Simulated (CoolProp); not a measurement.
Chlorine at 435.41 K and 0.114 MPa is throttled through a valve to 0.00427 MPa with no heat exchange. Each further row changes one setting.

Computed with CoolProp (reference Helmholtz-energy equation of state, Thol 2021).

| case | final density (kg/m³) |
|---|---|
| as stated | (withheld) |
| outlet pressure 0.00128 MPa | (withheld) |
| outlet pressure 0.00555 MPa | (withheld) |

Problem. Fill in the missing entries.

Solution. 
- as stated, final density (kg/m³): 0.0839
- outlet pressure 0.00128 MPa, final density (kg/m³): 0.0251
- outlet pressure 0.00555 MPa, final density (kg/m³): 0.109
